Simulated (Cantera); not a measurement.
Cantera run:

```python
import numpy as np
import cantera as ct

gas_names = """
    H HO2 H2 H2O H2O2 O OH O2 O3 Ti TiO TiO2
""".split()
cond_names = """
    H2O(s) H2O(L) Ti(a) Ti(b) Ti(L) TiO(a) TiO(b) TiO(L) TiO2(ru) TiO2(L) Ti2O3(a) Ti2O3(b) Ti2O3(L)
    Ti3O5(a) Ti3O5(b) Ti3O5(L) Ti4O7(s) Ti4O7(L)
""".split()


# ... load() reads the species with a 1 bar reference pressure and builds the phases ...
atoms = {
    'Ti': {'Ti': 1},
    'O2': {'O': 2},
    'H2': {'H': 2},
}
top_T = {}  # K; cautious upper limits of use, not melting points


# ... equilibrate(T, P, feed) seeds the gas with the atoms and calls Mixture.equilibrate('TP', solver="vcs", rtol=1e-11, max_steps=5000) ...
results = []
T = 2048.15  # K
P = 25000  # Pa
for m in [0.13, 0.16, 0.21, 0.26, 0.33, 0.42, 0.54, 0.69, 0.88, 1.1, 1.4, 1.8]:
    feed = {'Ti': 1, 'O2': m, 'H2': 380}  # mol
    mix = equilibrate(T, P, feed)
    results.append((T, P, feed, dict(zip(mix.species_names, mix.species_moles))))

top = {s: max(r[3][s] / sum(r[3][g] for g in gas_names) for r in results) for s in gas_names}
cols = sorted((s for s in top if top[s] > 1e-05), key=lambda s: -top[s])[:6]
seen = [c for c in cond_names if any(r[3].get(c, 0) > 1e-12 for r in results)]
print("log10 of partial pressures in bar; condensed amounts in mol")
print(f"{'n(O2)':>10s}" + "".join(f"{s[:9]:>10s}" for s in cols + seen))
for T, P, feed, n in results:
    ng = sum(n[g] for g in gas_names)
    print(f"{feed['O2']:10.4g}" + "".join(f"{np.log10(max(n[s] / ng * P / 1e5, 1e-99)):10.3f}" for s in cols)
          + "".join(f"{n.get(c, 0):10.4g}" for c in seen))
```

Result:

```
log10 of partial pressures in bar; condensed amounts in mol
     n(O2)        H2       H2O         H        Ti     Ti(L)    TiO(L)  Ti2O3(b)  Ti3O5(b)
      0.13    -0.604    -6.267    -2.951    -4.734    0.7127    0.2569         0         0
      0.16    -0.604    -6.267    -2.951    -4.734    0.6527    0.3169         0         0
      0.21    -0.604    -6.267    -2.951    -4.734    0.5527    0.4169         0         0
      0.26    -0.604    -6.267    -2.951    -4.734    0.4527    0.5169         0         0
      0.33    -0.604    -6.267    -2.951    -4.734    0.3127    0.6569         0         0
      0.42    -0.604    -6.267    -2.951    -4.734    0.1327    0.8369         0         0
      0.54    -0.604    -4.279    -2.952    -6.723         0    0.9974         0         0
      0.69    -0.604    -3.981    -2.952    -7.020         0    0.5555     0.221         0
      0.88    -0.604    -3.766    -2.952    -7.343         0         0     0.499         0
       1.1    -0.605    -3.338    -2.952    -7.987         0         0    0.4994         0
       1.4    -0.605    -3.069    -2.952    -8.391         0         0    0.4995         0
       1.8    -0.606    -2.897    -2.953    -8.669         0         0         0    0.3331
```

Method: chemical equilibrium by Gibbs-energy minimisation in Cantera with the NASA 1993 tables (ideal gas, pure condensed phases). Each liquid is taken as pure. Mutual solubility and eutectic melting of coexisting phases are not modelled. TiO: taken at fixed stoichiometry. Condensed phases not in the tables: N, O or C dissolved in the metal.
